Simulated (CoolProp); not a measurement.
Model: reference Helmholtz-energy equation of state, Thol 2021, in CoolProp.

Task: Give the vapour pressure (MPa), vapour density (kg/m³), liquid cp (kJ/(kg K)) of saturated chlorine at 205.1 K.

Result: 
```tsv
T (K)	p (MPa)	vapour density (kg/m³)	liquid cp (kJ/(kg K))
205.1	0.0170	0.710	0.939
```
